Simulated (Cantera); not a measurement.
Feed: 1 mol SiC, 0.0018 mol H₂O, 52 mol N₂, 0.096 mol N₂O, equilibrated at 1173 K and 160 Pa.

Equilibrium computed with Cantera from the NASA thermochemical tables; the gas is ideal and each condensed phase is pure. Candidate condensed phases: C, C₆H₆, C₇H₈, C₈H₁₈, H₂O, Si, SiC, SiO₂, Si₂N₂O, Si₃N₄; 151 gas species. Mutual solubility and eutectic melting of coexisting phases are not modelled. Equilibrium is a limit: real reactors are often held back by kinetics, nucleation or transport.

Q: What is the equilibrium state?

A: 
- x(N₂) = 1.000
- x(H₂) = 3.48e-5
- x(CO) = 4.23e-6
- n(C(graphite)) = 1.000 mol
- n(Si₂N₂O(s)) = 0.0976 mol
- n(Si₃N₄(s)) = 0.268 mol
- gas amount = 51.46 mol
- log10 activity of Si(s) (absent) = -3.41
